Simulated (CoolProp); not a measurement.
Vapour-liquid equilibrium of R143a (1) + R1234yf (2) at 1.17 MPa; x and y are mole fractions of (1).

Computed with CoolProp (multi-fluid Helmholtz-energy mixture model, Lemmon and Jacobsen 2000 and Lemmon 2022; pair parameters Bell 2016).

**Question.** Give the bubble temperature and the first vapour's composition at x = 0.05, 0.15, 0.95. Is there an azeotrope?

**Answer.** x = 0.05: 317.1 K, y = 0.076; x = 0.15: 314.1 K, y = 0.216; x = 0.95: 296.2 K, y = 0.966. No azeotrope shows between x = 0.05 and 0.95.

Pair parameters are fitted to limited data, so mixtures are less certain than the pure fluids.
